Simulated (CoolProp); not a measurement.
Vapour-liquid equilibrium of R22 (1) + c-C4F8 (RC318) (2) at 0.612 MPa; x and y are mole fractions of (1).

Model: multi-fluid Helmholtz-energy mixture model, Kamei 1995 and Platzer 1990; pair parameters Bell 2016, in CoolProp. This equation is an older, rougher fit; its heat capacities, sound speeds and derivatives of the liquid may be far off and weren't checked against measurements.

```
x      bubble temperature (°C)  y at the bubble point  dew temperature at overall composition x (°C)  liquid density (mol/L)
-----  -----------------------  ---------------------  ---------------------------------------------  ----------------------
0.05                         ?                  0.098                                           46.8                   7.231
0.125                     40.8                  0.268                                           45.0                   7.624
0.2                       34.8                  0.436                                           42.9                   8.060
0.275                     28.6                  0.578                                           40.6                   8.522
0.35                         ?                  0.682                                           38.0                   8.997
0.425                     18.5                      ?                                           35.2                   9.477
0.5                       15.1                  0.803                                              ?                   9.967
0.575                     12.7                      ?                                           28.7                   10.48
0.65                      11.0                  0.862                                           24.8                   11.02
0.725                      9.7                  0.883                                           20.4                       ?
0.8                        8.6                  0.904                                           15.4                   12.28
0.875                      7.7                      ?                                              ?                   13.04
0.95                       6.9                  0.964                                            7.1                   13.91
```

### Question
Fill in the missing entries.

### Answer

- 0.05, bubble temperature (°C): 45.6
- 0.35, bubble temperature (°C): 23.0
- 0.425, y at the bubble point: 0.755
- 0.5, dew temperature at overall composition x (°C): 32.2
- 0.575, y at the bubble point: 0.837
- 0.725, liquid density (mol/L): 11.62
- 0.875, y at the bubble point: 0.929
- 0.875, dew temperature at overall composition x (°C): 10.2

No azeotrope shows between x = 0.05 and 0.95.

The pair parameters rest on a limited set of measurements; away from them the model extrapolates. The gap from Raoult's law changes sign with composition, which may be real or a fault of the pair parameters; it wasn't checked against measurements.
